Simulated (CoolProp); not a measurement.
Propyne along the isotherm 436.4 K: fugacity coefficient from the reference equation and from simpler models built on Tc = 402.7 K, pc = 5.658 MPa, ω = 0.204; each cubic takes its own stable root.

Model: reference Helmholtz-energy equation of state, Polt 1992, in CoolProp. This equation is an older, rougher fit; its heat capacities, sound speeds and derivatives of the liquid may be far off and weren't checked against measurements.

| p (MPa) | phase | reference |
|---|---|---|
| 0.0268 | gas | 0.9987 |
| 0.0434 | gas | 0.9979 |
| 0.07 | gas | 0.9967 |
| 0.113 | gas | 0.9946 |
| 0.183 | gas | 0.9913 |
| 0.295 | gas | 0.9860 |
| 0.477 | gas | 0.9774 |
| 0.771 | gas | 0.9636 |
| 1.25 | gas | 0.9413 |
| 2.01 | gas | 0.9065 |
| 3.25 | gas | 0.8512 |
| 5.25 | gas | 0.7646 |
| 8.49 | supercritical | 0.6277 |

Problem. How far does each simpler model (van der Waals, Redlich-Kwong, Soave-Redlich-Kwong, Peng-Robinson) lie from the reference over these 13 states: mean and median of the absolute difference, and the worst?

Solution. 
- van der Waals: mean 0.4 %, median 0.1 %, worst +1.5 % at 436.4 K and 5.25 MPa
- Redlich-Kwong: mean 0.1 %, median 0.0 %, worst -1.0 % at 436.4 K and 8.49 MPa
- Soave-Redlich-Kwong: mean 0.3 %, median 0.1 %, worst +1.7 % at 436.4 K and 8.49 MPa
- Peng-Robinson: mean 0.7 %, median 0.2 %, worst -2.8 % at 436.4 K and 8.49 MPa
